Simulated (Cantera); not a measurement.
A perfectly stirred reactor is fed with C2H6 : H2 = 1 : 9.6 (molar parts), at 0.143 Torr; it is held at 1950 K, and followed from long to short residence time.

Computed with Cantera and GRI-Mech 3.0 (53 species, 325 reactions). GRI-Mech 3.0 stops at C3 and has no aromatics, soot or wall deposition, so with more carbon than oxygen in the feed, carbon stays in small species such as C2H2 where larger ones or solid carbon would form. Radical loss at walls, strong at low pressure, is not modelled.

Task: What does this change do: temperature 1950 to 1125 K?

Result: 
```tsv
quantity	before	after
x(C2H6) at τ = 2.70 s	4.97e-5	0.0703
x(H2) at τ = 2.70 s	0.895	0.901
x(C2H4) at τ = 2.70 s	0.000347	0.0161
x(CH4) at τ = 2.70 s	0.0238	0.0122
x(H) at τ = 2.70 s	0.00937	2.84e-5
x(C2H6) at τ = 0.110 s	0.00106	0.0942
x(H2) at τ = 0.110 s	0.858	0.906
x(C2H4) at τ = 0.110 s	0.00345	7.47e-5
x(CH4) at τ = 0.110 s	0.0676	2.39e-5
x(H) at τ = 0.110 s	0.0123	2.24e-6
```

Task: What does this change do: temperature 1950 to 1273 K?

Result: 
| quantity | before | after |
|---|---|---|
| x(C2H6) at τ = 2.70 s | 4.97e-5 | 0.0140 |
| x(H2) at τ = 2.70 s | 0.895 | 0.873 |
| x(C2H4) at τ = 2.70 s | 0.000347 | 0.0308 |
| x(CH4) at τ = 2.70 s | 0.0238 | 0.0730 |
| x(H) at τ = 2.70 s | 0.00937 | 0.000258 |
| x(C2H6) at τ = 0.110 s | 0.00106 | 0.0861 |
| x(H2) at τ = 0.110 s | 0.858 | 0.904 |
| x(C2H4) at τ = 0.110 s | 0.00345 | 0.00506 |
| x(CH4) at τ = 0.110 s | 0.0676 | 0.00407 |
| x(H) at τ = 0.110 s | 0.0123 | 0.000103 |
